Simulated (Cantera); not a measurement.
# Adiabatic ignition

An adiabatic, constant-pressure homogeneous reactor starts with 3.74 % CH₃OH, 6.03 % O₂, 72.6 % N₂, 17.6 % CO₂, equivalence ratio 0.93, at 1673 K and 1.00 bar.

Cantera simulation using GRI-Mech 3.0 (53 species, 325 reactions); the numbers are that mechanism's predictions, not measurements.

```
t (s)     T (K)  x CH₃OH     x O₂  x CO₂      x NO   x C₂H₄
--------  -----  -------  -------  -----  --------  -------
1.00e-6    1673   0.0374   0.0603  0.176    <1e-12  1.10e-9
2.85e-6    1673   0.0373   0.0602  0.176  4.62e-12  1.03e-8
8.09e-6    1673   0.0370   0.0600  0.176  2.57e-11  9.45e-8
2.30e-5    1673   0.0350   0.0592  0.176  1.47e-10  5.44e-7
6.55e-5    1703   0.0180   0.0515  0.173   1.46e-9  1.06e-6
0.000186   1856   <1e-12   0.0261  0.159   3.31e-6   <1e-12
0.000530   1958   <1e-12   0.0216  0.169   1.09e-5   <1e-12
0.00151    2055   <1e-12   0.0166  0.181   2.52e-5   <1e-12
0.00429    2128   <1e-12   0.0124  0.190   5.49e-5   <1e-12
0.0122     2170   <1e-12  0.00984  0.196  0.000114   <1e-12
0.0347     2179   <1e-12  0.00917  0.197  0.000244   <1e-12
0.0988     2178   <1e-12  0.00901  0.197  0.000575   <1e-12
0.281      2177   <1e-12  0.00869  0.197   0.00129   <1e-12
0.800      2175   <1e-12  0.00834  0.197   0.00208   <1e-12
```
x: mole fraction; the columns are a selection and need not sum to one.

The time of steepest temperature rise is 0.105 ms. The temperature at 0.800 s is 2175 K and the equilibrium temperature comes out as 2174 K. The x(CH₃OH) at 0.800 s is <1e-12 (gas-phase equilibrium <1e-12). The x(O₂) at 0.800 s comes out as 0.00834 (gas-phase equilibrium 0.00827) and the x(CO₂) at 0.800 s is 0.197 (gas-phase equilibrium 0.197).
